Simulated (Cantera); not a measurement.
An adiabatic, constant-pressure homogeneous reactor starts with CH4 : C2H6 : C3H8 : O2 : N2 : CO2 = 1 : 0.13 : 0.51 : 3.34 : 12.5 : 0.87 (molar parts), at 1075 K and 1500000 Pa. Integrator tolerance rtol = 1e-08.

Model: GRI-Mech 3.0 (53 species, 325 reactions), integrated in Cantera. GRI-Mech 3.0 was tuned for natural gas; its chemistry of propane as a main component is partial and can be far from experiment. The pressure lies above the range GRI-Mech 3.0 was tuned for (to about 10 atm).

| quantity | before | after |
|---|---|---|
| time of steepest temperature rise | 4.17 ms | 28.3 µs |
| temperature at 4.00 s | 2457 K | 2773 K |
| equilibrium temperature | 2457 K | 2773 K |
| x(CH4) at 4.00 s | 6.67e-11 (gas-phase equilibrium 7.42e-11) | 1.84e-11 (gas-phase equilibrium 2.09e-11) |
| x(C2H6) at 4.00 s | <1e-12 (gas-phase equilibrium <1e-12) | <1e-12 (gas-phase equilibrium <1e-12) |
| x(C3H8) at 4.00 s | <1e-12 (gas-phase equilibrium <1e-12) | <1e-12 (gas-phase equilibrium <1e-12) |
| x(O2) at 4.00 s | 1.85e-5 (gas-phase equilibrium 1.85e-5) | 0.000326 (gas-phase equilibrium 0.000326) |
| x(H2) at 4.00 s | 0.0482 (gas-phase equilibrium 0.0482) | 0.0462 (gas-phase equilibrium 0.0462) |

Q: Which change was made?
A) initial temperature 1075 to 1600 K
B) O2 3.34 to 1.7 parts
C) CO2 0.87 to 0.29 parts
D) initial temperature 1075 to 1475 K

A: D, initial temperature 1075 to 1475 K
